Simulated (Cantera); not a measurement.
A perfectly stirred reactor is fed with 14.4 % CH₄, 18.0 % O₂, 67.6 % N₂, equivalence ratio 1.6, at 5.00 bar; it is adiabatic with a 350 K inlet, and is followed from long to short residence time, starting on the burning branch (τ in s: 0.27, 0.085, 0.028, 0.0089, 0.0029, 0.00092, 0.0003, 9.6e-05, 3.1e-05, 9.9e-06).

Cantera simulation using GRI-Mech 3.0 (53 species, 325 reactions); the numbers are that mechanism's predictions, not measurements.

One state of this run: T (K) = 1903; x CH₄ = 0.00659; x O₂ = 0.000657; x HO₂ = 2.13e-7; x H = 0.000129; x CH₂ = 5.33e-7; x C₂H = 9.05e-8; x O = 2.39e-7. x: mole fraction; the columns are a selection and need not sum to one.

Question: Which value of τ (s) does it belong to?
(A) 3.1e-5
(B) 0.028
(C) 0.00030
(D) 9.6e-5

Answer: B, 0.028
